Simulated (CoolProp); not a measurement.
Decamethyltetrasiloxane (MD2M) along the isotherm 284.75 °C: Z from the reference equation and from simpler models built on Tc = 326.2 °C, pc = 1.144 MPa, ω = 0.635; each cubic takes its own stable root.

Values from CoolProp's reference Helmholtz-energy equation of state, Thol 2017.

```
p (MPa)  phase   reference  Pitzer virial  Soave-Redlich-Kwong
-------  -----  ----------  -------------  -------------------
0.00181    gas      0.9993         0.9992               0.9993
0.00343    gas      0.9987         0.9986               0.9986
0.0065     gas      0.9976         0.9973               0.9974
0.0123     gas      0.9955         0.9948               0.9951
0.0234     gas      0.9914         0.9901               0.9907
0.0443     gas      0.9836         0.9813               0.9823
0.084      gas  (withheld)     (withheld)           (withheld)
0.159      gas      0.9392         0.9328               0.9343
0.302      gas  (withheld)         0.8724               0.8684
0.572      gas  (withheld)     (withheld)           (withheld)
```

Problem. What belongs in the gaps?

Solution. 
- 0.084, reference: 0.9686
- 0.084, Pitzer virial: 0.9645
- 0.084, Soave-Redlich-Kwong: 0.9661
- 0.302, reference: 0.8778
- 0.572, reference: 0.7264
- 0.572, Pitzer virial: 0.7584
- 0.572, Soave-Redlich-Kwong: 0.7113
